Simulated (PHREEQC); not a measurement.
A solution holds 0.0063 mol/kgw Cu(BF4)2, at 25 °C. Closed to the air; pH follows from the charge balance.

The numbers come from PHREEQC with the ion-association model, wateq4f.dat.

Each row changes one thing in this solution. Precipitation was switched off in this run.

| case | pH | ionic strength (mol/kgw) | BF4- (mol/kgw) | HF (mol/kgw) | F- (mol/kgw) | H3BO3 (mol/kgw) | SI of CuF2:2H2O (CuF2:2H2O) | SI of Tenorite (CuO) |
|---|---|---|---|---|---|---|---|---|
| as made | 2.91 | 0.0200 | 0.0101 | 0.00386 | 0.00243 | 0.00124 | -3.24 | -4.24 |
| 0.00015 mol/kgw NaOH added | 2.93 | 0.0200 | 0.0100 | 0.00381 | 0.00251 | 0.00125 | -3.21 | -4.20 |
| diluted 100-fold with water | 3.62 | 0.000435 | 5.95e-9 | 0.000131 | 0.000372 | 0.000126 | -6.57 | -4.63 |
| diluted 2-fold with water | 2.97 | 0.0104 | 0.00442 | 0.00314 | 0.00219 | 0.00114 | -3.55 | -4.36 |
| temperature from 25 to 30 °C | 2.92 | 0.0199 | 0.00995 | 0.00419 | 0.00246 | 0.00132 | -3.19 | -4.04 |
| Cu(BF4)2 from 0.0063 to 0.00063 mol/kgw | 3.11 | 0.00267 | 0.000344 | 0.00170 | 0.00157 | 0.000782 | -4.42 | -4.70 |
| Cu(BF4)2 from 0.0063 to 0.0315 mol/kgw | 2.72 | 0.0955 | 0.0576 | 0.00619 | 0.00290 | 0.00132 | -2.66 | -4.08 |
| diluted 5-fold with water | 3.05 | 0.00467 | 0.00125 | 0.00231 | 0.00186 | 0.000957 | -4.01 | -4.55 |

Real BF4- forms and hydrolyses slowly; the run takes it at equilibrium.
